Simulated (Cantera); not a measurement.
# Stirred combustor or abatement burner

A perfectly stirred reactor is fed with 4.04 % CH4, 11.2 % O2, 84.7 % N2, equivalence ratio 0.72, at 0.340 bar; it is adiabatic with a 800 K inlet, and is followed from long to short residence time, starting on the burning branch (τ in s: 0.065, 0.027, 0.011, 0.0048, 0.002, 0.00085, 0.00036, 0.00015, 6.3e-05, 2.7e-05, 1.1e-05, 4.7e-06).

Cantera simulation using GRI-Mech 3.0 (53 species, 325 reactions); the numbers are that mechanism's predictions, not measurements.

| τ (s) | T (K) | x CH4 | x O2 | x CH3 | x CO2 | x CH2CO |
|---|---|---|---|---|---|---|
| 0.065 | 1675 | 1.76e-5 | 0.0319 | 2.85e-6 | 0.0387 | 1.21e-9 |
| 0.027 | 1657 | 3.09e-5 | 0.0324 | 4.56e-6 | 0.0377 | 2.53e-9 |
| 0.011 | 1629 | 5.68e-5 | 0.0332 | 7.62e-6 | 0.0362 | 5.57e-9 |
| 0.0048 | 1594 | 0.000106 | 0.0344 | 1.29e-5 | 0.0342 | 1.27e-8 |
| 0.0020 | 1548 | 0.000228 | 0.0364 | 2.48e-5 | 0.0311 | 3.78e-8 |
| 0.00085 | 1490 | 0.000599 | 0.0403 | 5.71e-5 | 0.0256 | 1.75e-7 |
| 0.00036 | 800 | 0.0404 | 0.112 | <1e-12 | <1e-12 | <1e-12 |
| 0.00015 | 800 | 0.0404 | 0.112 | <1e-12 | <1e-12 | <1e-12 |
| 6.3e-5 | 800 | 0.0404 | 0.112 | <1e-12 | <1e-12 | <1e-12 |
| 2.7e-5 | 800 | 0.0404 | 0.112 | <1e-12 | <1e-12 | <1e-12 |
| 1.1e-5 | 800 | 0.0404 | 0.112 | <1e-12 | <1e-12 | <1e-12 |
| 4.7e-6 | 800 | 0.0404 | 0.112 | <1e-12 | <1e-12 | <1e-12 |
x: mole fraction; the columns are a selection and need not sum to one.
